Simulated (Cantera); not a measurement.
A perfectly stirred reactor is fed with 4.83 % H2, 7.32 % O2, 87.8 % N2, at 0.220 bar; it is held at 950 K, and followed from long to short residence time.

Computed with Cantera and the H2/O2 subset of GRI-Mech 3.0, which has no nitrogen chemistry. The temperature is held fixed by assumption; the heat of reaction is taken as removed at once.

Q: Predict: x(H2) at τ = 0.510 s; x(O2) at τ = 0.510 s; x(H) at τ = 0.510 s; x(H2O) at τ = 0.510 s; x(H2O2) at τ = 0.510 s; x(H2) at τ = 68.0 ms; x(O2) at τ = 68.0 ms; x(H) at τ = 68.0 ms; x(H2O) at τ = 68.0 ms; x(H2O2) at τ = 68.0 ms.

A: 
```json
{
 "x(H2) at τ = 0.510 s": "0.000962",
 "x(O2) at τ = 0.510 s": "0.0507",
 "x(H) at τ = 0.510 s": "1.51e-5",
 "x(H2O) at τ = 0.510 s": "0.0485",
 "x(H2O2) at τ = 0.510 s": "5.51e-7",
 "x(H2) at τ = 68.0 ms": "0.00263",
 "x(O2) at τ = 68.0 ms": "0.0514",
 "x(H) at τ = 68.0 ms": "0.000108",
 "x(H2O) at τ = 68.0 ms": "0.0467",
 "x(H2O2) at τ = 68.0 ms": "5.69e-7"
}
```
